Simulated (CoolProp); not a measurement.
CH3F (R41) along the isobar 6990 kPa: fugacity coefficient from the reference equation and from simpler models built on Tc = 317.3 K, pc = 5906 kPa, ω = 0.200; each cubic takes its own stable root.

The numbers come from the reference Helmholtz-energy equation of state, Lemmon 2006 in CoolProp. It is a short technical equation, of lower accuracy than the large ones.

| T (K) | phase | reference | Redlich-Kwong | Soave-Redlich-Kwong |
|---|---|---|---|---|
| 141.6 | liquid | 0.0002628 | 0.0004423 | 0.0002281 |
| 161.6 | liquid | 0.001805 | 0.003099 | 0.001695 |
| 181.7 | liquid | 0.007686 | 0.01273 | 0.007645 |
| 201.7 | liquid | 0.02327 | 0.03629 | 0.02412 |
| 221.7 | liquid | 0.05552 | 0.08081 | 0.05920 |
| 241.8 | liquid | 0.1113 | 0.1510 | 0.1209 |
| 261.8 | liquid | 0.1942 | 0.2462 | 0.2128 |
| 281.9 | liquid | 0.3050 | 0.3628 | 0.3346 |
| 301.9 | liquid | 0.4378 | 0.4906 | 0.4765 |
